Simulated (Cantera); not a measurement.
# Hydrocarbon pyrolysis for carbon deposition

A perfectly stirred reactor is fed with 43.5 % CH₄, 56.5 % H₂, at 0.0120 bar; it is held at 1525 K, and followed from long to short residence time.

Cantera simulation using GRI-Mech 3.0 (53 species, 325 reactions); the numbers are that mechanism's predictions, not measurements. GRI-Mech 3.0 stops at C3 and has no aromatics, soot or wall deposition, so with more carbon than oxygen in the feed, carbon stays in small species such as C2H2 where larger ones or solid carbon would form. Radical loss at walls, strong at low pressure, is not modelled.

| τ (s) | x CH₄ | x H₂ | x C₂H₆ | x C₂H₄ | x CH₃ |
|---|---|---|---|---|---|
| 4.8 | 0.230 | 0.698 | 4.69e-5 | 0.00148 | 0.000584 |
| 1.9 | 0.308 | 0.647 | 7.63e-5 | 0.00225 | 0.000731 |
| 0.73 | 0.372 | 0.605 | 0.000101 | 0.00275 | 0.000831 |
| 0.28 | 0.410 | 0.580 | 0.000106 | 0.00243 | 0.000840 |
| 0.11 | 0.427 | 0.569 | 7.99e-5 | 0.00129 | 0.000718 |
| 0.042 | 0.433 | 0.566 | 3.02e-5 | 0.000259 | 0.000435 |
| 0.016 | 0.434 | 0.565 | 4.90e-6 | 1.98e-5 | 0.000187 |
| 0.0063 | 0.435 | 0.565 | 5.43e-7 | 1.29e-6 | 7.57e-5 |
| 0.0024 | 0.435 | 0.565 | 4.14e-8 | 7.16e-8 | 2.91e-5 |
| 0.00095 | 0.435 | 0.565 | 2.93e-9 | 4.34e-9 | 1.15e-5 |
x: mole fraction; the columns are a selection and need not sum to one.
